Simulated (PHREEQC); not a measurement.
0.02 g of hydrous ferric oxide (600 m²/g; 0.2 weak and 0.005 strong sites per Fe, Dzombak-Morel constants, diffuse double layer) in 1 kg of water with 0.1 mol/kgw of an inert sodium salt, at 25 °C; the pH is set by adding NaOH or the inert anion's acid. Oxygen is held at 0.21 atm. The system is closed to CO2. No solid was allowed to form.

Equilibrium calculation in PHREEQC: ion-association model, wateq4f.dat.

```csv
pH,surface charge σ (C/m²),surface potential ψ (mV)
4,0.321,147
4.67,0.253,___
6,0.111,___
6.67,0.063,67
7.33,0.029,37
8.67,___,-27
9.33,___,___
10,-0.094,-85
11.33,-0.229,-129
12,-0.306,-141
```

**Question.** Fill in the missing entries.

**Answer.** 
- 4.67, surface potential ψ (mV): 135
- 6, surface potential ψ (mV): 93
- 8.67, surface charge σ (C/m²): -0.020
- 9.33, surface charge σ (C/m²): -0.051
- 9.33, surface potential ψ (mV): -57
